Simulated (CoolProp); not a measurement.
Acetone at several states: fugacity coefficient from the reference equation and from simpler models built on Tc = 508.1 K, pc = 4692 kPa, ω = 0.307; each cubic takes its own stable root.

The numbers come from the reference Helmholtz-energy equation of state, Lemmon 2006 in CoolProp. It is a short technical equation, of lower accuracy than the large ones.

| T (K) | p (kPa) | phase | reference | van der Waals | Redlich-Kwong | Peng-Robinson |
|---|---|---|---|---|---|---|
| 322.6 | 222 | liquid | (withheld) | 0.9598 | 0.7338 | (withheld) |
| 266.5 | 44 | liquid | (withheld) | (withheld) | 0.4530 | 0.1447 |
| 510.6 | 21.6 | gas | 0.9982 | 0.9986 | 0.9985 | 0.9983 |
| 251.5 | 2740 | liquid | (withheld) | (withheld) | (withheld) | (withheld) |

What belongs in the gaps?


- 322.6, reference: 0.3477
- 322.6, Peng-Robinson: 0.3512
- 266.5, reference: 0.1458
- 266.5, van der Waals: 0.9879
- 251.5, reference: 0.001043
- 251.5, van der Waals: 0.05070
- 251.5, Redlich-Kwong: 0.003771
- 251.5, Peng-Robinson: 0.001049

At some of these states van der Waals gives the other phase, because its saturation line lies elsewhere.
